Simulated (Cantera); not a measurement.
Feed: 1 mol Cu, a varied amount of CO, 29 mol H₂, at 1 atm.

Points: T (K) = 775, 925, 1075, 1225, 1375, 1525, 1675, 1825, 1975; n(CO) (mol) = 2.6, 3.4, 4.4, 5.7, 7.4, 9.6, 12.

Cantera's Mixture.equilibrate('TP', solver="vcs", rtol=1e-11, max_steps=5000) on the NASA tables stopped like this:

```
ERROR: FAILURE its = 5001!

*******************************************************************************
CanteraError thrown by MultiPhase::equilibrate:
VCS solver failed. Return code: -1
*******************************************************************************
```

### Question
What got this run through?

### Answer
Several could match; the one computed here: The failure is numerical, not chemical. The same input converged with solver="gibbs", rtol=1e-10, max_steps=50000, and the result passed a check of the equilibrium conditions:
```
    775        2.6  Cu(cr)
    775        3.4  Cu(cr)
    775        4.4  Cu(cr)
    775        5.7  Cu(cr)
    775        7.4  Cu(cr)
    775        9.6  C(gr) + Cu(cr)
    775         12  C(gr) + Cu(cr)
    925        2.6  Cu(cr)
    925        3.4  Cu(cr)
    925        4.4  Cu(cr)
    925        5.7  Cu(cr)
    925        7.4  C(gr) + Cu(cr)
    925        9.6  C(gr) + Cu(cr)
    925         12  C(gr) + Cu(cr)
   1075        2.6  Cu(cr)
   1075        3.4  Cu(cr)
   1075        4.4  Cu(cr)
   1075        5.7  Cu(cr)
   1075        7.4  Cu(cr)
   1075        9.6  C(gr) + Cu(cr)
   1075         12  C(gr) + Cu(cr)
   1225        2.6  Cu(cr)
   1225        3.4  Cu(cr)
   1225        4.4  Cu(cr)
   1225        5.7  Cu(cr)
   1225        7.4  Cu(cr)
   1225        9.6  Cu(cr)
   1225         12  Cu(cr)
   1375        2.6  Cu(L)
   1375        3.4  Cu(L)
   1375        4.4  Cu(L)
   1375        5.7  Cu(L)
   1375        7.4  Cu(L)
   1375        9.6  Cu(L)
   1375         12  Cu(L)
   1525        2.6  Cu(L)
   1525        3.4  Cu(L)
   1525        4.4  Cu(L)
   1525        5.7  Cu(L)
   1525        7.4  Cu(L)
   1525        9.6  Cu(L)
   1525         12  Cu(L)
   1675        2.6  Cu(L)
   1675        3.4  Cu(L)
   1675        4.4  Cu(L)
   1675        5.7  Cu(L)
   1675        7.4  Cu(L)
   1675        9.6  Cu(L)
   1675         12  Cu(L)
   1825        2.6  Cu(L)
   1825        3.4  Cu(L)
   1825        4.4  Cu(L)
   1825        5.7  Cu(L)
   1825        7.4  Cu(L)
   1825        9.6  Cu(L)
   1825         12  Cu(L)
   1975        2.6  Cu(L)
   1975        3.4  Cu(L)
   1975        4.4  Cu(L)
   1975        5.7  Cu(L)
   1975        7.4  Cu(L)
   1975        9.6  Cu(L)
   1975         12  Cu(L)
```

The gas is ideal and each condensed phase is pure.
